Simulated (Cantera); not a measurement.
**Dilute partial oxidation**

An isothermal, constant-pressure homogeneous reactor starts with CH2O : O2 : N2 = 0.017 : 0.0069 : 1 (molar parts), at 1300 K and 4.60 bar.

Computed with Cantera and GRI-Mech 3.0 (53 species, 325 reactions).

| t (s) | x CH2O | x O2 | x NO | x HCN | x HCO |
|---|---|---|---|---|---|
| 0.000900 | 3.18e-9 | 8.50e-7 | 6.09e-7 | 3.22e-10 | 7.01e-8 |
| 0.00161 | 1.62e-9 | 1.05e-7 | 6.04e-7 | 3.84e-10 | 3.31e-8 |
| 0.00287 | 9.23e-10 | 1.97e-8 | 5.93e-7 | 4.25e-10 | 1.69e-8 |
| 0.00512 | 5.82e-10 | 4.53e-9 | 5.70e-7 | 4.57e-10 | 8.93e-9 |
| 0.00914 | 4.05e-10 | 1.16e-9 | 5.29e-7 | 4.84e-10 | 4.80e-9 |
| 0.0163 | 3.10e-10 | 3.16e-10 | 4.66e-7 | 5.07e-10 | 2.61e-9 |
| 0.0291 | 2.59e-10 | 8.87e-11 | 3.84e-7 | 5.26e-10 | 1.43e-9 |
| 0.0520 | 2.31e-10 | 2.53e-11 | 2.94e-7 | 5.44e-10 | 7.92e-10 |
| 0.0928 | 2.16e-10 | 7.27e-12 | 2.11e-7 | 5.61e-10 | 4.44e-10 |
| 0.166 | 2.08e-10 | 2.11e-12 | 1.43e-7 | 5.78e-10 | 2.51e-10 |
| 0.296 | 2.04e-10 | <1e-12 | 9.32e-8 | 5.95e-10 | 1.43e-10 |
| 0.527 | 2.02e-10 | <1e-12 | 5.85e-8 | 6.11e-10 | 8.20e-11 |
| 0.942 | 2.01e-10 | <1e-12 | 3.56e-8 | 6.26e-10 | 4.73e-11 |
| 1.68 | 2.00e-10 | <1e-12 | 2.09e-8 | 6.42e-10 | 2.78e-11 |
| 3.00 | 2.00e-10 | <1e-12 | 1.16e-8 | 6.59e-10 | 1.73e-11 |
x: mole fraction; the columns are a selection and need not sum to one.

Equilibrium at this temperature and pressure: CH2O 2.03e-10, O2 <1e-12, NO 3.53e-11, HCN 1.40e-8, HCO 9.75e-12 (gas phase only).
